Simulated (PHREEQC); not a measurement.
Dissolve 0.006 mol/kgw HF, 0.12 mol/kgw NH4HF2 and 4.9e-06 mol/kgw H4SiO4 at 25 °C. Closed to the air; pH follows from the charge balance.

Model: ion-association model, phreeqc.dat, run in PHREEQC.

```csv
quantity,before,after
pH,3.02,3.04
HF (mol/kgw),0.0930,0.0544
F- (mol/kgw),0.0894,0.0505
HF2- (mol/kgw),0.0318,0.0105
SI of Quartz (SiO2),-12.83,-11.34
```

Q: Name the change that produced these shifts.
(A) NH4HF2 from 0.12 to 0.06 mol/kgw
(B) NH4HF2 from 0.12 to 0.132 mol/kgw
(C) diluted 5-fold with water
(D) NH4HF2 left out
(E) HF from 0.006 to 0.0006 mol/kgw

A: A, NH4HF2 from 0.12 to 0.06 mol/kgw

Precipitation was switched off in this run. SiF6-2 is the database's only silicon fluoride.
